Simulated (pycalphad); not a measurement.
CALPHAD calculation (pycalphad, COST 507 light-alloy database (1999)), 1 atm. These are 1990s assessments: newer ones move some temperatures and phases. Diffusion is slow at the low end, where real alloys seldom reach equilibrium.

Molar enthalpy of Hf-1.68C (at.%) in equilibrium (SER reference):

| T (K) | H (kJ/mol) | phases |
|---|---|---|
| 3300 | 136.29 | liquid |
| 3100 | 127.55 | liquid |
| 2900 | 118.81 | liquid |
| 2700 | 110.07 | liquid |
| 2600 | 105.70 | liquid |
| 2500 | 101.33 | liquid |
| 2400 | 68.43 | hcp + bcc |
| 2300 | 63.77 | hcp + bcc |
| 2100 | 54.52 | hcp |
| 1900 | 46.74 | hcp |
| 1700 | 39.28 | hcp |
| 1500 | 32.15 | hcp |
| 1300 | 25.34 | hcp |
| 1100 | 18.86 | hcp |
| 900 | 12.69 | hcp |
| 700 | 6.84 | hcp |
| 500 | 1.19 | hcp + fcc |

Cooling from 2500 K to 2400 K, across the freezing range, releases 32.9 kJ/mol, or 187 J/g. The slope is 44 J/(mol K) in the liquid and 47 J/(mol K) just below the solidus, where it includes any heat of precipitation. Liquidus 2489 K, solidus 2479 K. Changes were sought between steps of 100 K, so a narrower field can be missed.

The fcc model also describes the rock-salt carbide or nitride (TiC, TiN, HfC).
